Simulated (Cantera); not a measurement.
Feed: 1 mol TEOS, 0.85 mol H2O, equilibrated at 1350 °C and 81000 Pa.

Equilibrium computed with Cantera from the NASA thermochemical tables; the gas is ideal and each condensed phase is pure. Candidate condensed phases: C, C6H6, C7H8, C8H18, H2O, Si, SiC, SiO2; 123 gas species. The feed counts by its element totals alone. The tables hold silica as quartz up to 1696 K and as liquid above; real silica turns to tridymite and cristobalite and melts near 1996 K. Kinetics and transport are ignored.

Base state: H2 0.790, CO 0.208, CH4 0.000750, SiO 0.000440, H2O 0.000101, H 6.83e-5, C2H2 (acetylene) 2.75e-5 (mole fractions); condensed: C(graphite) + SiO2(β-quartz).

Question: What changes in the equilibrium state with this change: pressure from 81000 Pa to 2600 Pa?

Answer: 
```
species                before     after
-------------------  --------  --------
H2                      0.790     0.691
CO                      0.208     0.308
SiO                  0.000440  0.000970
CH4                  0.000750   1.84e-5
H2O                  0.000101   4.19e-6
H                     6.83e-5  0.000356
C2H2 (acetylene)      2.75e-5   2.41e-5
C(graphite), mol         5.13      2.18
SiO2(β-quartz), mol     0.994         0
SiC(s), mol                 0     0.985
```

Question: What changes in the equilibrium state with this change: pressure from 81000 Pa to 1000 Pa?

Answer: 
| species | before | after |
|---|---|---|
| H2 | 0.790 | 0.691 |
| CO | 0.208 | 0.308 |
| SiO | 0.000440 | 0.000970 |
| CH4 | 0.000750 | 7.07e-6 |
| H2O | 0.000101 | 1.61e-6 |
| H | 6.83e-5 | 0.000574 |
| C2H2 (acetylene) | 2.75e-5 | 2.41e-5 |
| C(graphite), mol | 5.13 | 2.18 |
| SiO2(β-quartz), mol | 0.994 | 0 |
| SiC(s), mol | 0 | 0.985 |
